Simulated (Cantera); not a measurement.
A closed system holds: 1 mol CCl₄, 1.3 mol Si, 1 mol H₂, 0.15 mol Cl₂, held at 50.0 Pa.

Cantera equilibrium calculation (NASA polynomials, part measured and part estimated; ideal gas, pure solids and liquids). Candidate condensed phases: C, C₆H₆, C₇H₈, C₈H₁₈, Si, SiC; 123 gas species. Ions and electrons are included (thermal ionisation). Equilibrium is a limit: real reactors are often held back by kinetics, nucleation or transport.

Task: Which condensed phases are stable at each of these points (T (K)): 2000, 2500, 3000, 3500, 4000, 4500, 5000?

Result: 
| T (K) | condensed phases | Si condensed (%) |
|---|---|---|
| 2000 | C(graphite) + SiC(s) | 1.4 |
| 2500 | C(graphite) | 0.0 |
| 3000 | gas only | 0.0 |
| 3500 | gas only | 0.0 |
| 4000 | gas only | 0.0 |
| 4500 | gas only | 0.0 |
| 5000 | gas only | 0.0 |

At 2000 K the condensed part is C(graphite) + SiC(s). At 2500 K the condensed part is C(graphite). From 3000 K to 5000 K nothing is condensed.
